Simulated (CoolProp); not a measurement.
Vapour-liquid equilibrium of ethane (1) + n-perfluorobutane (2) at 244.9 K; x and y are mole fractions of (1).

Values from CoolProp's multi-fluid Helmholtz-energy mixture model, Bücker 2006 and Gao 2022; pair parameters Bell 2016.

Problem. Give the bubble pressure and the first vapour's composition at x = 0.05, 0.55, 0.95. Is there an azeotrope?

Solution. x = 0.05: 0.1344 MPa, y = 0.773; x = 0.55: 0.7737 MPa, y = 0.966; x = 0.95: 1.063 MPa, y = 0.993. No azeotrope shows between x = 0.05 and 0.95.

Pair parameters are fitted to limited data, so mixtures are less certain than the pure fluids. With so large a gap from Raoult's law the liquid may split in two, which this calculation doesn't test in full.
